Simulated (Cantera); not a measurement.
Feed: 1 mol Si(CH3)4, 0.011 mol C2H4, 1.6 mol H2, equilibrated at 0.0140 bar.

Cantera equilibrium calculation (NASA polynomials, part measured and part estimated; ideal gas, pure solids and liquids). Candidate condensed phases: C, C6H6, C7H8, C8H18, Si, SiC; 87 gas species. Gases not in the tables: Si2H6 and higher silanes. Equilibrium is a limit: real reactors are often held back by kinetics, nucleation or transport.

What share of the Si ends up in condensed phases as a function of T (K), at 1573, 1723, 1873, 2023, 2173, 2323, 2473?


```tsv
T (K)	Si condensed (%)	as
1573	100.0	SiC(s)
1723	100.0	SiC(s)
1873	100.0	SiC(s)
2023	99.8	SiC(s)
2173	98.0	SiC(s)
2323	86.1	SiC(s)
2473	11.8	SiC(s)
```
